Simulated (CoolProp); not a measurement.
A closed Brayton cycle with carbon dioxide: compressor inlet 317.15 K and 9.1 MPa, high pressure 31.8 MPa, turbine inlet 630 K, compressor efficiency 0.85, turbine efficiency 0.85, recuperator effectiveness 0.95 (on enthalpy, no pinch check). Each further row changes one setting.

Model: reference Helmholtz-energy equation of state, Span 1996, in CoolProp.

```json
[
 {"case": "as stated", "thermal efficiency (%)": "24.8", "net work (kJ/kg)": "55.6", "compressor to turbine work": "0.48", "compressor exit (K)": "395.1", "turbine exit (K)": "506.6"},
 {"case": "turbine inlet 580 K", "thermal efficiency (%)": "___", "net work (kJ/kg)": "___", "compressor to turbine work": "0.55", "compressor exit (K)": "395.1", "turbine exit (K)": "___"},
 {"case": "compressor inlet 327.15 K", "thermal efficiency (%)": "20.5", "net work (kJ/kg)": "41.6", "compressor to turbine work": "0.61", "compressor exit (K)": "___", "turbine exit (K)": "506.6"},
 {"case": "high pressure 27 MPa", "thermal efficiency (%)": "25.3", "net work (kJ/kg)": "52.9", "compressor to turbine work": "0.45", "compressor exit (K)": "___", "turbine exit (K)": "___"},
 {"case": "recuperator effectiveness 0.5", "thermal efficiency (%)": "19.6", "net work (kJ/kg)": "55.6", "compressor to turbine work": "0.48", "compressor exit (K)": "395.1", "turbine exit (K)": "506.6"}
]
```

**Question.** What belongs in the gaps?

**Answer.** 
- turbine inlet 580 K, thermal efficiency (%): 20.6
- turbine inlet 580 K, net work (kJ/kg): 43.1
- turbine inlet 580 K, turbine exit (K): 460.9
- compressor inlet 327.15 K, compressor exit (K): 427.3
- high pressure 27 MPa, compressor exit (K): 384.5
- high pressure 27 MPa, turbine exit (K): 522.3
